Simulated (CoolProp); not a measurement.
Vapour-liquid equilibrium of dimethyl ether (1) + R236FA (2) at 0.577 bar; x and y are mole fractions of (1).

The numbers come from the multi-fluid Helmholtz-energy mixture model, Wu 2011 and Pan 2012; pair parameters Bell 2016 in CoolProp.

Give the bubble temperature and the first vapour's composition at x = 0.35, 0.65, 0.8. Is there an azeotrope?

x = 0.35: -18.4 °C, y = 0.508; x = 0.65: -27.1 °C, y = 0.875; x = 0.8: -32.0 °C, y = 0.958. No azeotrope shows between x = 0.05 and 0.95.

The pair parameters rest on a limited set of measurements; away from them the model extrapolates.
